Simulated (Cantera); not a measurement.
Mixture: CH4 : O2 : N2 = 1 : 2.41 : 9.06 (molar parts), equivalence ratio 0.83, at 21.0 bar, adiabatic and at constant pressure. Ignition delay is the time to a rise of 400 K.

Detailed kinetics in Cantera: GRI-Mech 3.0 (53 species, 325 reactions). The pressure lies above the range GRI-Mech 3.0 was tuned for (to about 10 atm).

What does this change do: pressure from 21.0 bar to 4.20 bar?


```csv
quantity,before,after
delay at 1098 K,7.44 ms,44.3 ms
delay at 1248 K,1.10 ms,5.89 ms
delay at 1398 K,0.230 ms,1.03 ms
delay at 1548 K,59.0 µs,0.227 ms
delay at 1698 K,17.8 µs,64.5 µs
apparent activation energy between 1548 and 1698 K,170 kJ/mol,180 kJ/mol
```
